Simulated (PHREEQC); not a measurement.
Solution (25 °C): 69 mmol/kgw ZnSO4, 0.9 mmol/kgw H3BO3 and 0.036 mmol/kgw HCl. Closed to the air; pH follows from the charge balance.

Model: ion-association model, wateq4f.dat, run in PHREEQC.

Task: The ionic strength comes out as 0.140 mol/kgw. What activity coefficients do ZnOH+, ZnCl+, H+, Zn(SO4)2-2, HSO4- get?

Result: ZnOH+ 0.76, ZnCl+ 0.74, H+ 0.81, Zn(SO4)2-2 0.34, HSO4- 0.75.

No solid was allowed to form. Complexes and solids missing from the database can't appear.
